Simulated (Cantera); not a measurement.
Charge: 1 mol Si₃N₄, 28 mol Cl₂, equilibrated at 1375 °C and 0.0100 bar.

Cantera equilibrium calculation (NASA polynomials, part measured and part estimated; ideal gas, pure solids and liquids). Candidate condensed phases: Si, Si₃N₄; 13 gas species. The tables' values for SiCl₃ are old estimates; treat these amounts as uncertain. The numbers say what is thermodynamically allowed, not how fast it happens.

Base state: Cl 0.666, Cl₂ 0.211, SiCl₄ 0.0738, N₂ 0.0494, SiCl₃ 0.000335 (mole fractions); condensed: gas only.

What changes in the equilibrium state with this change: temperature from 1375 °C to 752 °C?


| species | before | after |
|---|---|---|
| Cl₂ | 0.211 | 0.810 |
| SiCl₄ | 0.0738 | 0.111 |
| N₂ | 0.0494 | 0.0739 |
| Cl | 0.666 | 0.00504 |
| SiCl₃ | 0.000335 | 1.81e-9 |
